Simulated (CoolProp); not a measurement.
Vapour-liquid equilibrium of propylene (1) + acetone (2) at 12.55 °C; x and y are mole fractions of (1).

The numbers come from the multi-fluid Helmholtz-energy mixture model, Lemmon 2013 and Lemmon 2006; pair parameters Bell 2016 in CoolProp.

Problem. Give the bubble pressure and the first vapour's composition at x = 0.275, 0.425, 0.5. Is there an azeotrope?

Solution. x = 0.275: 4.423 bar, y = 0.964; x = 0.425: 5.600 bar, y = 0.973; x = 0.5: 5.962 bar, y = 0.975. No azeotrope shows between x = 0.05 and 0.95.

The pair parameters rest on a limited set of measurements; away from them the model extrapolates. With so large a gap from Raoult's law the liquid may split in two, which this calculation doesn't test in full.
